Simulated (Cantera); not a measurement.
Mixture: 15.2 % CH4, 17.9 % O2, 67.0 % N2, at 9.87 atm, adiabatic and at constant volume. Ignition delay is the time to a rise of 400 K.

Model: GRI-Mech 3.0 (53 species, 325 reactions), integrated in Cantera.

### Question
At T0 = 1523 K, what is the delay, and which 7 reactions control it most (d ln τ / d ln k, from doubling and halving each rate constant)?

### Answer
The delay is 0.173 ms.
```csv
reaction,d ln τ / d ln k,faster rate
CH3 + O2 <=> CH3O + O,-0.42,shortens it
2 CH3 (+M) <=> C2H6 (+M),0.41,lengthens it
CH3 + O2 <=> CH2O + OH,-0.23,shortens it
H + O2 <=> O + OH,-0.22,shortens it
CH4 + H <=> CH3 + H2,0.20,lengthens it
CH3 + HO2 <=> CH3O + OH,-0.20,shortens it
CH2O + O2 <=> HCO + HO2,-0.19,shortens it
```
